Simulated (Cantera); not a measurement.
Charge: 1 mol (CH3)2SiCl2, 270 mol H2, held at 0.0230 bar.

Equilibrium computed with Cantera from the NASA thermochemical tables; the gas is ideal and each condensed phase is pure. Candidate condensed phases: C, C6H6, C7H8, C8H18, Si, SiC; 109 gas species. The feed counts by its element totals alone. The tables' values for SiCl are old estimates; treat these amounts as uncertain. Gases not in the tables: Si2H6 and higher silanes. The numbers say what is thermodynamically allowed, not how fast it happens.

x: gas mole fraction; n: condensed amount in mol.

```tsv
T (°C)	x H2	x H	x HCl	x C2H2 (acetylene)	x Si	x Cl	n C(graphite)	n SiC(s)
1550	0.990	0.00284	0.00726	0.000209	5.14e-6	1.59e-5	0.884	0.997
1625	0.987	0.00512	0.00724	0.000371	1.97e-5	2.84e-5	0.800	0.991
1700	0.983	?	0.00720	?	?	?	?	0.974
1775	0.977	0.0146	0.00714	0.00102	0.000214	7.90e-5	0.500	0.922
1850	0.967	0.0233	0.00705	0.00160	0.000622	0.000125	0.298	0.776
1925	0.953	0.0358	0.00692	0.00241	0.00168	0.000189	0.144	0.382
2000	0.933	0.0535	0.00676	0.00314	0.00275	0.000280	0	0
2075	0.909	0.0776	0.00656	0.00314	0.00288	0.000402	0	0
2150	0.877	0.109	0.00629	0.00310	0.00294	0.000559	0	0
2225	0.837	0.150	0.00595	0.00303	0.00294	0.000756	0	0
2300	0.786	?	0.00554	0.00293	0.00291	?	0	0
2375	0.726	0.261	0.00504	0.00279	0.00284	0.00127	0	0
```

### Question
Some entries are withheld; supply them.

### Answer

- 1700, x H: 0.00882
- 1700, x C2H2 (acetylene): 0.000630
- 1700, x Si: 6.80e-5
- 1700, x Cl: 4.83e-5
- 1700, n C(graphite): 0.674
- 2300, x H: 0.201
- 2300, x Cl: 0.000993
